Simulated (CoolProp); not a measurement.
Saturation properties of ethylene (Tc = 282.4 K, pc = 5.042 MPa, ω = 0.087).

The numbers come from the reference Helmholtz-energy equation of state, Smukala 2000 in CoolProp.

```tsv
T (K)	p (MPa)	liquid density (kg/m³)	vapour density (kg/m³)	surface tension (mN/m)
178.3	0.1665	554.7	3.306	14.8
189.5	0.2887	537.8	5.524	13.0
200.6	0.4668	520.2	8.694	11.2
211.8	0.7182	501.4	13.16	9.42
223	1.057	481.1	19.28	7.69
234.2	1.498	458.7	27.61	6.02
245.4	2.060	433.5	39.04	4.42
256.6	2.760	403.8	55.22	2.90
```

It boils at 169.4 K under 1 atm.

Surface tension comes from a separate correlation (Mulero 2012).
